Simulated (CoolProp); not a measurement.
Values from CoolProp's reference Helmholtz-energy equation of state, Gedanitz 2015.

### Question
Give the vapour pressure (MPa), enthalpy of vaporisation (kJ/kg), vapour Z of saturated cyclopentane at 273.3, 294.7, 358.7 K.

### Answer
| T (K) | p (MPa) | enthalpy of vaporisation (kJ/kg) | vapour Z |
|---|---|---|---|
| 273.3 | 0.0143 | 423 | 0.992 |
| 294.7 | 0.0369 | 409 | 0.983 |
| 358.7 | 0.292 | 360 | 0.925 |
